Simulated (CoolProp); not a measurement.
Vapour pressure (bar) of methanol: the reference equation beside estimates from Tc = 240.2 °C, pc = 82.16 bar, ω = 0.565. Clausius-Clapeyron is anchored at 115.25 °C with a constant enthalpy of vaporisation of 31.41 kJ/mol.

Values from CoolProp's reference Helmholtz-energy equation of state, de Reuck 1993.

```csv
T (°C),reference,Lee-Kesler,Clausius-Clapeyron,van der Waals,Redlich-Kwong,Soave-Redlich-Kwong,Peng-Robinson
95.55,3.069,3.084,3.330,18.75,8.887,3.088,3.121
102.15,3.783,3.823,3.987,20.48,10.25,3.831,3.859
108.65,4.613,4.681,4.732,22.27,11.74,4.695,4.715
115.25,5.599,5.699,5.599,24.20,13.40,5.724,5.733
121.75,6.729,6.864,6.571,26.20,15.18,6.903,6.896
128.35,8.056,8.227,7.690,28.34,17.16,8.287,8.261
134.85,9.559,9.766,8.934,30.55,19.27,9.852,9.803
141.45,11.31,11.55,10.35,32.90,21.60,11.67,11.59
147.95,13.26,13.53,11.92,35.32,24.07,13.70,13.59
154.55,15.52,15.81,13.69,37.89,26.77,16.03,15.88
```

Absolute difference from the reference over all 10 rows, mean and median: Lee-Kesler 1.7 and 1.9 %, Clausius-Clapeyron 6.0 and 6.0 %, van der Waals 292.9 and 270.6 %, Redlich-Kwong 124.0 and 119.3 %, Soave-Redlich-Kwong 2.4 and 2.7 %, Peng-Robinson 2.3 and 2.4 %.
